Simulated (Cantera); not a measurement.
A perfectly stirred reactor is fed with 2.29 % CH4, 1.01 % C2H6, 20.3 % O2, 76.4 % N2, at 3.20 bar; it is adiabatic with a 348 K inlet, and is followed from long to short residence time, starting on the burning branch (τ in s: 0.47, 0.2, 0.083, 0.035, 0.015, 0.0061, 0.0026, 0.0011, 0.00045, 0.00019, 8e-05, 3.4e-05).

Model: GRI-Mech 3.0 (53 species, 325 reactions), integrated in Cantera.

Predict: blow-out, bracketed by the residence times tried; x(CH4) at τ = 0.470 s; x(C2H6) at τ = 0.470 s; x(O2) at τ = 0.470 s; x(O) at τ = 0.470 s; x(CH4) at τ = 2.60 ms; x(C2H6) at τ = 2.60 ms; x(O2) at τ = 2.60 ms.


```
Quantity                                                                      Result
------------------------------------------------  ----------------------------------
blow-out, bracketed by the residence times tried  burning at 35.0 ms, out at 15.0 ms
x(CH4) at τ = 0.470 s                                                        2.32e-5
x(C2H6) at τ = 0.470 s                                                       2.51e-6
x(O2) at τ = 0.470 s                                                           0.121
x(O) at τ = 0.470 s                                                          1.71e-6
x(CH4) at τ = 2.60 ms                                                         0.0229
x(C2H6) at τ = 2.60 ms                                                        0.0101
x(O2) at τ = 2.60 ms                                                           0.203
```
